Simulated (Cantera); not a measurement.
Input: 1 mol SiCl4, 33 mol NH3, 29 mol N2, held at 1575 °C and 0.990 bar.

Method: chemical equilibrium by Gibbs-energy minimisation in Cantera with the NASA 1993 tables (ideal gas, pure condensed phases). Candidate condensed phases: NH4Cl, Si, Si3N4; 28 gas species. The tables' values for SiCl3 are old estimates; treat these amounts as uncertain. Rates play no part.

Base state: H2 0.494, N2 0.466, HCl 0.0392, SiCl2 0.00107, H 0.000374, SiCl3 2.45e-5, Cl 2.26e-5 (mole fractions); condensed: Si3N4(s).

### Question
What changes in the equilibrium state with this change: NH3 from 33 to 17 mol?

### Answer
```
species         before    after
-------------  -------  -------
N2               0.466    0.573
H2               0.494    0.367
HCl             0.0392   0.0565
SiCl2          0.00107  0.00260
SiCl3          2.45e-5  9.91e-5
SiHCl3         2.92e-6  1.02e-5
Si3N4(s), mol    0.298    0.275
```

### Question
What changes in the equilibrium state with this change: temperature from 1575 °C to 1152 °C?

### Answer
| species | before | after |
|---|---|---|
| H2 | 0.494 | 0.493 |
| N2 | 0.466 | 0.465 |
| HCl | 0.0392 | 0.0415 |
| SiCl2 | 0.00107 | 8.20e-6 |
| H | 0.000374 | 4.81e-6 |
| Cl | 2.26e-5 | 3.32e-7 |
| SiCl3 | 2.45e-5 | 2.00e-6 |
| NH3 | 6.20e-6 | 1.84e-5 |
| Si3N4(s), mol | 0.298 | 0.333 |
